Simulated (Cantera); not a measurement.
A closed system holds: 1 mol SiHCl₃, 280 mol N₂, equilibrated at 0.0700 bar.

These are equilibrium values from Cantera (NASA tables, ideal gas, pure condensed phases), not measurements of a reactor. Candidate condensed phases: NH₄Cl, Si, Si₃N₄; 28 gas species. N₂ is the only nitrogen source here; it is nearly inert below about 1500 K, so the nitride shown seldom forms there in practice. The tables' values for SiCl₃ are old estimates; treat these amounts as uncertain. The numbers say what is thermodynamically allowed, not how fast it happens.

log p: log10 of the partial pressure in bar; n: condensed amount in mol.

```
T (°C)  log p N₂  log p HCl  log p SiCl₂  log p SiCl₄  log p SiCl₃  log p H₂  log p Cl  n Si₃N₄(s)
------  --------  ---------  -----------  -----------  -----------  --------  --------  ----------
1102       -1.16      -3.62        -4.36        -4.08        -4.55     -5.31     -6.51       0.125
1152       -1.16      -3.62          ___          ___        -4.45     -5.26       ___         ___
1202       -1.16      -3.63        -3.86        -4.50        -4.45     -5.16     -6.03      0.0579
1252       -1.16      -3.64        -3.73        -4.87        -4.54     -5.01     -5.86      0.0253
1302       -1.16      -3.66        -3.65        -5.32        -4.70     -4.84     -5.72     0.00164
1352       -1.16      -3.65        -3.64        -5.54        -4.77     -4.89     -5.46           0
1402       -1.16      -3.65        -3.63          ___        -4.85     -4.94       ___           0
1452       -1.16      -3.65        -3.63        -5.99        -4.95     -4.95     -5.01           0
```

Fill in the missing entries.


- 1402, log p SiCl₄: -5.75
- 1402, log p Cl: -5.22
- 1152, log p SiCl₂: -4.07
- 1152, log p SiCl₄: -4.24
- 1152, log p Cl: -6.25
- 1152, n Si₃N₄(s): 0.0946
